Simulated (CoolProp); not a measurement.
Vapour-liquid equilibrium of methane (1) + ethylene (2) at 152.3 K; x and y are mole fractions of (1).

Values from CoolProp's multi-fluid Helmholtz-energy mixture model, Setzmann 1991 and Smukala 2000; pair parameters Bell 2016.

```tsv
x	bubble pressure (MPa)	y at the bubble point	dew pressure at overall composition x (MPa)	liquid density (mol/L)
0.05	0.1079	0.704	0.03432	21.21
0.15	0.2505	0.879	0.03833	21.45
0.25	0.3803	0.925	0.04338	21.68
0.35	0.4965	0.946	0.04997	21.89
0.45	0.6006	0.959	0.05891	22.07
0.55	0.6959	0.968	0.07172	22.22
0.65	0.7864	0.975	0.09164	22.32
0.75	0.8775	0.982	0.1268	22.36
0.85	0.9753	0.988	0.2055	22.32
0.95	1.088	0.996	0.5226	22.16
```

No azeotrope shows between x = 0.05 and 0.95.

The pair parameters rest on a limited set of measurements; away from them the model extrapolates. The gap from Raoult's law changes sign with composition, which may be real or a fault of the pair parameters; it wasn't checked against measurements.
